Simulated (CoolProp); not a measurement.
Vapour-liquid equilibrium of fluoroethane (R161) (1) + R227EA (2) at 189.1 K; x and y are mole fractions of (1).

Values from CoolProp's multi-fluid Helmholtz-energy mixture model, Wu 2012 and Lemmon 2016; pair parameters Bell 2016.

```json
[
 {"x": "0.05", "bubble pressure, mixture model (bar)": "0.01480", "bubble pressure, Raoult's law (bar)": "0.01692", "y, mixture model": "0.078", "y, Raoult's law": "0.190"},
 {"x": "0.2", "bubble pressure, mixture model (bar)": "0.01800", "bubble pressure, Raoult's law (bar)": "0.02440", "y, mixture model": "0.399", "y, Raoult's law": "0.527"},
 {"x": "0.35", "bubble pressure, mixture model (bar)": "0.02466", "bubble pressure, Raoult's law (bar)": "0.03187", "y, mixture model": "0.680", "y, Raoult's law": "0.706"},
 {"x": "0.5", "bubble pressure, mixture model (bar)": "0.03373", "bubble pressure, Raoult's law (bar)": "0.03935", "y, mixture model": "0.840", "y, Raoult's law": "0.817"},
 {"x": "0.65", "bubble pressure, mixture model (bar)": "0.04351", "bubble pressure, Raoult's law (bar)": "0.04682", "y, mixture model": "0.922", "y, Raoult's law": "0.892"},
 {"x": "0.8", "bubble pressure, mixture model (bar)": "0.05283", "bubble pressure, Raoult's law (bar)": "0.05430", "y, mixture model": "0.966", "y, Raoult's law": "0.947"},
 {"x": "0.95", "bubble pressure, mixture model (bar)": "0.06147", "bubble pressure, Raoult's law (bar)": "0.06177", "y, mixture model": "0.993", "y, Raoult's law": "0.988"}
]
```

The largest gap from Raoult's law is -26.2 % in bubble pressure, at x = 0.2. No azeotrope shows between x = 0.05 and 0.95.

Pair parameters are fitted to limited data, so mixtures are less certain than the pure fluids.
